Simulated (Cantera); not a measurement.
An isothermal, constant-pressure homogeneous reactor starts with CO : O2 : H2O : N2 = 0.012 : 0.04 : 0.00073 : 1 (molar parts), at 1400 K and 0.158 atm. Integrator tolerance rtol = 1e-08.

Model: GRI-Mech 3.0 (53 species, 325 reactions), integrated in Cantera.

Question: What does this change do: temperature 1400 to 950 K?

Answer: 
| quantity | before | after |
|---|---|---|
| x(CO) at 10.0 s | 2.09e-7 (gas-phase equilibrium 1.57e-7) | 6.60e-5 (gas-phase equilibrium 1.63e-12) |
| x(O2) at 10.0 s | 0.0325 (gas-phase equilibrium 0.0323) | 0.0325 (gas-phase equilibrium 0.0325) |
| x(H2O) at 10.0 s | 0.000696 (gas-phase equilibrium 0.000696) | 0.000697 (gas-phase equilibrium 0.000697) |
| x(N2O) at 10.0 s | 1.16e-8 (gas-phase equilibrium 8.79e-9) | 1.83e-7 (gas-phase equilibrium 2.92e-10) |
| x(HO2) at 10.0 s | 1.38e-9 (gas-phase equilibrium 1.17e-9) | 1.04e-7 (gas-phase equilibrium 5.23e-12) |
| x(NO) at 10.0 s | 4.24e-6 (gas-phase equilibrium 0.000315) | 2.15e-8 (gas-phase equilibrium 7.64e-6) |
| x(H) at 10.0 s | 1.15e-9 (gas-phase equilibrium 8.12e-10) | 9.83e-9 (gas-phase equilibrium <1e-12) |
